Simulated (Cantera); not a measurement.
What does this Cantera script print?

```python
import numpy as np
import cantera as ct

gas_names = """
    AL ALH ALN ALO ALOH ALO2 ALO2H AL2 AL2O AL2O2 H HALO HNO HNO2 HNO3 HO2 H2 H2O H2O2 N NH NH2 NH3
    NH2OH NO NO2 NO3 N2 N2H2 N2H4 N2O O OH O2 O3
""".split()
cond_names = """
    AL(cr) AL(L) ALN(s) AL2O3(a) AL2O3(L) H2O(s) H2O(L)
""".split()


def load(file, names, dense=False):
    # The tables refer to 1 bar. Condensed volumes are neglected.
    table = {s.name: s for s in ct.Species.list_from_file(file)}
    out = []
    for n in names:
        d = dict(table[n].input_data)
        d["thermo"] = dict(d["thermo"], **{"reference-pressure": 1e5})
        if dense:
            d["equation-of-state"] = {"model": "constant-volume", "density": "1e6 g/cm^3"}
        out.append(ct.Species.from_dict(d))
    return out


gas = ct.Solution(thermo="ideal-gas", species=load("nasa_gas.yaml", gas_names))
cond = {s.name: ct.Solution(thermo="fixed-stoichiometry", species=[s], name=s.name)
        for s in load("nasa_condensed.yaml", cond_names, dense=True)}
atoms = {
    'AlN': {'AL': 1, 'N': 1},
    'H2O': {'H': 2, 'O': 1},
}
top_T = {'ALN(s)': 2750}  # K; cautious upper limits of use, not melting points


def equilibrate(T, P, feed):
    n = {}
    for name, mol in feed.items():
        for a, k in atoms[name].items():
            n[a] = n.get(a, 0.0) + k * mol
    gas.TPX = T, P, n
    mass = sum(n.values()) * gas.mean_molecular_weight
    gas.equilibrate("TP")
    valid = [c for c in cond.values() if c.min_temp <= T <= top_T.get(c.name, c.max_temp)]
    mix = ct.Mixture([(gas, mass / gas.mean_molecular_weight)] + [(c, 0.0) for c in valid])
    mix.T, mix.P = T, P
    mix.equilibrate("TP", solver="vcs", rtol=1e-11, max_steps=5000)
    return mix


results = []
feed = {'AlN': 1, 'H2O': 1.9}  # mol
T = 1773  # K
P = 13332.2  # Pa
mix = equilibrate(T, P, feed)
results.append((T, P, feed, dict(zip(mix.species_names, mix.species_moles))))
x = sorted(zip(gas.X, gas.species_names), reverse=True)
print(f"T = {T:g} K  P = {P:g} Pa  gas = {mix.phase_moles(0):.4g} mol")
print("   x: " + "  ".join(f"{s} {v:.3e}" for v, s in x if v > 1e-06))
print("   condensed (mol): " + ("  ".join(f"{mix.phase(i).name} {mix.phase_moles(i):.4g}"
      for i in range(1, mix.n_phases) if mix.phase_moles(i) > 1e-12) or "none"))
```

It prints:

```
T = 1773 K  P = 13332.2 Pa  gas = 2.401 mol
   x: H2 6.245e-01  N2 2.083e-01  H2O 1.666e-01  H 6.157e-04  OH 1.018e-05
   condensed (mol): AL2O3(a) 0.5
```

Equilibrium computed with Cantera from the NASA thermochemical tables; the gas is ideal and each condensed phase is pure. Gases not in the tables: Al(OH)3.
